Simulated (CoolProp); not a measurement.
Vapour-liquid equilibrium of hydrogen chloride (1) + propane (2) at 248.7 K; x and y are mole fractions of (1).

Values from CoolProp's multi-fluid Helmholtz-energy mixture model, Thol 2018 and Lemmon 2009; pair parameters Bell 2016.

**Question.** Give the bubble pressure and the first vapour's composition at x = 0.05, 0.65, 0.8. Is there an azeotrope?

**Answer.** x = 0.05: 0.3278 MPa, y = 0.376; x = 0.65: 1.069 MPa, y = 0.874; x = 0.8: 1.163 MPa, y = 0.913. No azeotrope shows between x = 0.05 and 0.95.

The pair parameters rest on a limited set of measurements; away from them the model extrapolates.
